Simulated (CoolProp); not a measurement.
Vapour-liquid equilibrium of hydrogen sulfide (1) + isobutane (2) at 3.95 °C; x and y are mole fractions of (1).

Model: multi-fluid Helmholtz-energy mixture model, Lemmon 2006 and Bücker 2006; pair parameters Kunz 2012, in CoolProp.

| x | bubble pressure, mixture model (MPa) | bubble pressure, Raoult's law (MPa) | y, mixture model | y, Raoult's law |
|---|---|---|---|---|
| 0.05 | 0.2583 | 0.2290 | 0.320 | 0.253 |
| 0.15 | 0.4131 | 0.3267 | 0.603 | 0.531 |
| 0.25 | 0.5530 | 0.4244 | 0.725 | 0.682 |
| 0.35 | 0.6710 | 0.5221 | 0.791 | 0.776 |
| 0.45 | 0.7677 | 0.6199 | 0.833 | 0.840 |
| 0.55 | 0.8477 | 0.7176 | 0.864 | 0.887 |
| 0.65 | 0.9176 | 0.8153 | 0.890 | 0.923 |
| 0.75 | 0.9834 | 0.9130 | 0.915 | 0.951 |
| 0.85 | 1.050 | 1.011 | 0.944 | 0.973 |
| 0.95 | 1.121 | 1.108 | 0.979 | 0.992 |

The largest gap from Raoult's law is +30.3 % in bubble pressure, at x = 0.25. No azeotrope shows between x = 0.05 and 0.95.

The pair parameters rest on a limited set of measurements; away from them the model extrapolates.
